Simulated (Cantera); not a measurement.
Charge: 1 mol SiC, 0.043 mol H₂O, 300 mol N₂, held at 1375 K and 0.00713 Torr.

Cantera equilibrium calculation (NASA polynomials, part measured and part estimated; ideal gas, pure solids and liquids). Candidate condensed phases: C, C₆H₆, C₇H₈, C₈H₁₈, H₂O, Si, SiC, SiO₂, Si₂N₂O, Si₃N₄; 151 gas species. Rates play no part.

Base state: N₂ 1.000, H₂ 0.000137, CO 7.43e-5, SiO 6.90e-5, H 1.30e-5 (mole fractions); condensed: SiC(s).

**Question.** What changes in the equilibrium state with this change: SiC replaced by Si?

**Answer.** 
```
species          before     after
-------------  --------  --------
N₂                1.000     1.000
SiO             6.90e-5  0.000144
H₂             0.000137  0.000137
CO              7.43e-5         0
Si              5.36e-6   2.10e-5
H               1.30e-5   1.30e-5
SiC(s), mol       0.978         0
Si₃N₄(s), mol         0     0.317
```
N₂ is the only nitrogen source here; it is nearly inert below about 1500 K, so the nitride shown seldom forms there in practice.
